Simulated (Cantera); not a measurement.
What does this Cantera script print?

```python
import numpy as np
import cantera as ct

gas = ct.Solution("gri30.yaml")
gas.TPX = 1398, 1333, {'N2O': 1.7, 'H2O': 0.0069}
reactor = ct.IdealGasConstPressureReactor(gas, energy="off", clone=False)
net = ct.ReactorNet([reactor])
net.rtol, net.atol = 1e-08, 1e-18
show = ['N2O', 'H2O', 'H2', 'O', 'H', 'H2O2', 'NO']
times = np.geomspace(6e-06, 1, 11)

steps = ct.SolutionArray(gas, extra=["t"])
rows = []
print(f"{'t/s':>10s}{'T/K':>9s}{'P/Pa':>11s}" + "".join(f"{s:>11s}" for s in show))
for t in times:
    while net.time < t:
        t_next = net.step()
        steps.append(gas.state, t=t_next)
    rows.append([np.interp(t, steps.t, y) for y in (steps.T, steps.P, *steps(*show).X.T)])
    print(f"{t:10.3e}{rows[-1][0]:9.1f}{rows[-1][1]:11.4g}" + "".join(f"{x:11.3e}" for x in rows[-1][2:]))
rate = np.gradient(steps.T, steps.t)
print("integrator steps:", len(steps.t))
if steps.T.max() > steps.T[0] + 200:
    print(f"time of steepest temperature rise: {steps.t[rate.argmax()]:.4e} s")
gas.TPX = 1398, 1333, {'N2O': 1.7, 'H2O': 0.0069}
gas.equilibrate("TP")
print(f"equilibrium (TP): T = {gas.T:.1f} K  " + "  ".join(f"{s} {gas[s].X[0]:.3e}" for s in show))
```

Result:

```
       t/s      T/K       P/Pa        N2O        H2O         H2          O          H       H2O2         NO
 6.000e-06   1398.0       1333  9.960e-01  4.042e-03  1.618e-20  6.147e-07  2.278e-16  1.336e-20  2.976e-09
 1.997e-05   1398.0       1333  9.960e-01  4.042e-03  1.690e-18  1.989e-06  1.175e-14  1.542e-18  3.214e-08
 6.645e-05   1398.0       1333  9.959e-01  4.042e-03  4.339e-16  6.034e-06  8.428e-13  1.795e-16  3.344e-07
 2.212e-04   1398.0       1333  9.959e-01  4.042e-03  7.061e-14  1.509e-05  3.068e-11  1.879e-14  3.055e-06
 7.360e-04   1398.0       1333  9.958e-01  4.042e-03  5.817e-12  2.411e-05  3.794e-10  1.498e-12  2.034e-05
 2.449e-03   1398.0       1333  9.952e-01  4.040e-03  2.502e-10  2.534e-05  1.758e-09  8.395e-11  8.900e-05
 8.152e-03   1398.0       1333  9.935e-01  4.034e-03  4.897e-09  2.527e-05  5.892e-09  4.026e-09  3.179e-04
 2.713e-02   1398.0       1333  9.876e-01  4.018e-03  3.042e-08  2.511e-05  1.460e-08  1.915e-08  1.058e-03
 9.029e-02   1398.0       1333  9.683e-01  3.988e-03  7.252e-08  2.479e-05  2.034e-08  8.215e-09  3.407e-03
 3.005e-01   1398.0       1333  9.078e-01  3.904e-03  6.238e-08  2.428e-05  2.321e-08  2.007e-09  1.082e-02
 1.000e+00   1398.0       1333  7.393e-01  3.676e-03  5.303e-08  2.398e-05  2.778e-08  4.121e-10  3.161e-02
integrator steps: 733
equilibrium (TP): T = 1398.0 K  N2O 5.600e-09  H2O 2.690e-03  H2 1.784e-08  O 4.607e-06  H 5.511e-09  H2O2 1.975e-11  NO 8.315e-04
```

Model: GRI-Mech 3.0 (53 species, 325 reactions), integrated in Cantera. GRI-Mech 3.0 was tuned for natural gas; its chemistry of N2O as a main component is partial and can be far from experiment. Radical loss at walls, strong at low pressure, is not modelled. The mechanism lacks the step 2 NO + O2 → 2 NO2, which can matter for NO2 below about 1400 K. The temperature is held fixed by assumption; the heat of reaction is taken as removed at once.
